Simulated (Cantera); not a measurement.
Mixture: CH4 : O2 : N2 : H2O = 1 : 4 : 15 : 0.85 (molar parts), at 1.00 bar, adiabatic and at constant pressure. Ignition delay is the time to a rise of 400 K.

Cantera simulation using GRI-Mech 3.0 (53 species, 325 reactions); the numbers are that mechanism's predictions, not measurements.

Problem. What does this change do: pressure from 1.00 bar to 2.00 bar?

Solution. 
```
quantity                                                before       after
--------------------------------------------------  ----------  ----------
delay at 1048 K                                        0.353 s     0.169 s
delay at 1248 K                                        17.9 ms     9.79 ms
delay at 1448 K                                        1.65 ms    0.965 ms
delay at 1648 K                                       0.287 ms    0.161 ms
delay at 1848 K                                        80.7 µs     42.9 µs
apparent activation energy between 1648 and 1848 K  160 kJ/mol  170 kJ/mol
```

Problem. What does this change do: 0.11 parts C2H6 added?

Solution. 
```
quantity                                                before       after
--------------------------------------------------  ----------  ----------
delay at 1048 K                                        0.353 s     42.4 ms
delay at 1248 K                                        17.9 ms     2.52 ms
delay at 1448 K                                        1.65 ms    0.359 ms
delay at 1648 K                                       0.287 ms     78.0 µs
delay at 1848 K                                        80.7 µs     27.2 µs
apparent activation energy between 1648 and 1848 K  160 kJ/mol  130 kJ/mol
```
